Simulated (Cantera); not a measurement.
Input (Python, Cantera) and output of one run.

```python
import numpy as np
import cantera as ct

gas_names = """
    Ca CaF CaF2 CaO CaOH CaO2H2 Ca2 F FO FO2 F2 F2O H HF HOF HO2 H2 H2F2 H2O H2O2 H3F3 H4F4 H5F5 H6F6
    H7F7 O OH O2 O3
""".split()
cond_names = """
    Ca(a) Ca(b) Ca(L) CaF2(a) CaF2(b) CaF2(L) CaO(s) CaO(L) CaO2H2(s) H2O(s) H2O(L)
""".split()


def load(file, names, dense=False):
    # The tables refer to 1 bar. Condensed volumes are neglected.
    table = {s.name: s for s in ct.Species.list_from_file(file)}
    out = []
    for n in names:
        d = dict(table[n].input_data)
        d["thermo"] = dict(d["thermo"], **{"reference-pressure": 1e5})
        if dense:
            d["equation-of-state"] = {"model": "constant-volume", "density": "1e6 g/cm^3"}
        out.append(ct.Species.from_dict(d))
    return out


gas = ct.Solution(thermo="ideal-gas", species=load("nasa_gas.yaml", gas_names))
cond = {s.name: ct.Solution(thermo="fixed-stoichiometry", species=[s], name=s.name)
        for s in load("nasa_condensed.yaml", cond_names, dense=True)}
atoms = {
    'CaO': {'Ca': 1, 'O': 1},
    'F2': {'F': 2},
    'HF': {'H': 1, 'F': 1},
}
top_T = {}  # K; cautious upper limits of use, not melting points


def equilibrate(T, P, feed):
    n = {}
    for name, mol in feed.items():
        for a, k in atoms[name].items():
            n[a] = n.get(a, 0.0) + k * mol
    gas.TPX = T, P, n
    mass = sum(n.values()) * gas.mean_molecular_weight
    gas.equilibrate("TP")
    valid = [c for c in cond.values() if c.min_temp <= T <= top_T.get(c.name, c.max_temp)]
    mix = ct.Mixture([(gas, mass / gas.mean_molecular_weight)] + [(c, 0.0) for c in valid])
    mix.T, mix.P = T, P
    mix.equilibrate("TP", solver="vcs", rtol=1e-11, max_steps=5000)
    return mix


results = []
feed = {'CaO': 1, 'F2': 3.5, 'HF': 1.7}  # mol
P = 10000  # Pa
for T in [925, 975, 1025, 1075, 1125, 1175, 1225, 1275, 1325, 1375, 1425]:
    mix = equilibrate(T, P, feed)
    results.append((T, P, feed, dict(zip(mix.species_names, mix.species_moles))))

top = {s: max(r[3][s] / sum(r[3][g] for g in gas_names) for r in results) for s in gas_names}
cols = sorted((s for s in top if top[s] > 1e-06), key=lambda s: -top[s])[:8]
seen = [c for c in cond_names if any(r[3].get(c, 0) > 1e-12 for r in results)]
print("log10 of partial pressures in bar; condensed amounts in mol")
print(f"{'T/K':>10s}" + "".join(f"{s[:9]:>10s}" for s in cols + seen))
for T, P, feed, n in results:
    ng = sum(n[g] for g in gas_names)
    print(f"{T:10.4g}" + "".join(f"{np.log10(max(n[s] / ng * P / 1e5, 1e-99)):10.3f}" for s in cols)
          + "".join(f"{n.get(c, 0):10.4g}" for c in seen))
```

It prints:

```
log10 of partial pressures in bar; condensed amounts in mol
       T/K         F        F2        HF        O2        FO       FO2      CaF2       F2O   CaF2(a)   CaF2(b)
       925    -2.026    -1.338    -1.463    -1.994    -7.128    -5.829   -14.700    -6.748         1         0
       975    -1.810    -1.384    -1.477    -2.008    -6.842    -5.827   -13.466    -6.729         1         0
      1025    -1.630    -1.453    -1.496    -2.027    -6.600    -5.846   -12.357    -6.742         1         0
      1075    -1.484    -1.552    -1.520    -2.051    -6.403    -5.887   -11.355    -6.794         1         0
      1125    -1.372    -1.685    -1.545    -2.077    -6.246    -5.950   -10.446    -6.885         1         0
      1175    -1.292    -1.852    -1.570    -2.101    -6.126    -6.031    -9.618    -7.015         1         0
      1225    -1.239    -2.047    -1.590    -2.121    -6.034    -6.123    -8.861    -7.174         1         0
      1275    -1.206    -2.259    -1.604    -2.135    -5.964    -6.220    -8.167    -7.350         1         0
      1325    -1.186    -2.477    -1.613    -2.144    -5.909    -6.317    -7.528    -7.534         1         0
      1375    -1.175    -2.694    -1.618    -2.150    -5.863    -6.410    -6.939    -7.716         1         0
      1425    -1.169    -2.903    -1.621    -2.153    -5.823    -6.500    -6.395    -7.893         0         1
```

Method: chemical equilibrium by Gibbs-energy minimisation in Cantera with the NASA 1993 tables (ideal gas, pure condensed phases).
